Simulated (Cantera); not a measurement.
Input: 1 mol Al2O3, 8.3 mol H2, held at 0.00130 bar.

Equilibrium computed with Cantera from the NASA thermochemical tables; the gas is ideal and each condensed phase is pure. Candidate condensed phases: Al, Al2O3, H2O; 41 gas species. Ions and electrons are included (thermal ionisation). The numbers say what is thermodynamically allowed, not how fast it happens. All values below are at 3477 °C.

Base state: H 0.762, O 0.138, Al 0.0842, Al+ 0.00758, e- 0.00758, H2 0.000751, OH 0.000237, AlO 0.000191 (mole fractions); condensed: gas only.

What changes in the equilibrium state with this change: Al2O3 replaced by SiO2?


```csv
species,before,after
H,0.762,0.874
O,0.138,0.0713
SiO,0,0.0341
Al,0.0842,0
Si,0,0.0185
Al+,0.00758,0
Si+,0,0.000237
AlO,0.000191,0
```
Further candidate phases: Si, SiO2.
